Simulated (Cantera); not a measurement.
A Cantera script and what it prints.

```python
import numpy as np
import cantera as ct

gas_names = [...]  # 87 gases of nasa_gas.yaml made of C, H, Si
cond_names = """
    C(gr) C6H6(L) C7H8(L) C8H18(L),n-octa Si(cr) Si(L) SiC(b)
""".split()


# ... load() reads the species with a 1 bar reference pressure and builds the phases ...
atoms = {
    'SiH4': {'Si': 1, 'H': 4},
    'C3H8': {'C': 3, 'H': 8},
    'H2': {'H': 2},
    'CH4': {'C': 1, 'H': 4},
}
top_T = {'C(gr)': 4500, 'SiC(b)': 3050}  # K; cautious upper limits of use, not melting points


# ... equilibrate(T, P, feed) seeds the gas with the atoms and calls Mixture.equilibrate('TP', solver="vcs", rtol=1e-11, max_steps=5000) ...
results = []
feed = {'SiH4': 1, 'C3H8': 0.035, 'H2': 110, 'CH4': 0.075}  # mol
T = 2023  # K
P = 1333.22  # Pa
mix = equilibrate(T, P, feed)
results.append((T, P, feed, dict(zip(mix.species_names, mix.species_moles))))
x = sorted(zip(gas.X, gas.species_names), reverse=True)
print(f"T = {T:g} K  P = {P:g} Pa  gas = {mix.phase_moles(0):.4g} mol")
print("   x: " + "  ".join(f"{s} {v:.3e}" for v, s in x if v > 1e-06))
print("   condensed (mol): " + ("  ".join(f"{mix.phase(i).name} {mix.phase_moles(i):.4g}"
      for i in range(1, mix.n_phases) if mix.phase_moles(i) > 1e-12) or "none"))
```

Result:

```
T = 2023 K  P = 1333.22 Pa  gas = 113.7 mol
   x: H2 9.788e-01  H 1.627e-02  Si 4.267e-03  SiH 3.135e-04  Si2C 1.288e-04  SiH2 1.183e-04  Si2 4.673e-05  Si3 9.907e-06  C2H2,acetylene 3.110e-06
   condensed (mol): Si(L) 0.2577  SiC(b) 0.1644
```

Cantera equilibrium calculation (NASA polynomials, part measured and part estimated; ideal gas, pure solids and liquids). Mutual solubility and eutectic melting of coexisting phases are not modelled. Gases not in the tables: Si2H6 and higher silanes.
